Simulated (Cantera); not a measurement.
Low-pressure radical oxidation in H2/O2

A perfectly stirred reactor is fed with H₂ : O₂ = 0.17 : 1 (molar parts), at 10.00 Torr; it is held at 1100 K, and followed from long to short residence time.

Computed with Cantera and GRI-Mech 3.0 (53 species, 325 reactions). Radical loss at walls, strong at low pressure, is not modelled. The temperature is held fixed by assumption; the heat of reaction is taken as removed at once.

```tsv
τ (s)	x H₂	x O₂	x OH	x H₂O₂	x H₂O
0.43	0.00101	0.839	0.00159	3.10e-7	0.154
0.15	0.00189	0.835	0.00228	3.41e-7	0.151
0.053	0.00347	0.828	0.00324	3.56e-7	0.146
0.019	0.00623	0.817	0.00444	3.56e-7	0.137
0.0067	0.0112	0.803	0.00580	3.57e-7	0.122
0.0024	0.0206	0.795	0.00711	3.88e-7	0.104
0.00083	0.0416	0.800	0.00796	4.46e-7	0.0800
0.00030	0.0837	0.821	0.00659	3.81e-7	0.0454
```
x: mole fraction; the columns are a selection and need not sum to one.
